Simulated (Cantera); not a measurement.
Input: 1 mol CH₃SiCl₃, 0.052 mol CH₄, 6 mol H₂, held at 2100 °C.

Cantera equilibrium calculation (NASA polynomials, part measured and part estimated; ideal gas, pure solids and liquids). Candidate condensed phases: C, C₆H₆, C₇H₈, C₈H₁₈, Si, SiC; 109 gas species. The feed counts by its element totals alone. The tables' values for SiCl, SiCl₃ are old estimates; treat these amounts as uncertain. Gases not in the tables: Si₂H₆ and higher silanes. Rates play no part.

x: gas mole fraction; n: condensed amount in mol.

```csv
P (Pa),x H₂,x H,x HCl,x Cl,x Si,x SiCl₂,x SiC₂,n C(graphite),n SiC(s)
100,0.401,0.280,0.157,0.0783,0.0614,0.00354,0.0108,0.706,0
320,[?],[?],[?],[?],[?],[?],[?],0.730,0
1000,0.579,0.106,0.214,0.0281,0.0305,0.0227,0.00538,0.567,0.269
3200,0.635,[?],0.240,[?],[?],0.0259,[?],[?],[?]
10000,0.663,0.0360,0.253,0.00980,0.00305,0.0276,0.000538,0.283,0.678
32000,0.679,0.0204,0.260,0.00557,0.000954,0.0285,0.000168,0.261,0.708
100000,0.687,0.0116,0.263,0.00317,0.000305,0.0289,5.38e-5,0.255,0.717
```

### Question
Fill in the missing entries.

### Answer

- 3200, x H: 0.0623
- 3200, x Cl: 0.0168
- 3200, x Si: 0.00954
- 3200, x SiC₂: 0.00168
- 3200, n C(graphite): 0.349
- 3200, n SiC(s): 0.585
- 320, x H₂: 0.497
- 320, x H: 0.174
- 320, x HCl: 0.191
- 320, x Cl: 0.0480
- 320, x Si: 0.0550
- 320, x SiCl₂: 0.0122
- 320, x SiC₂: 0.00969
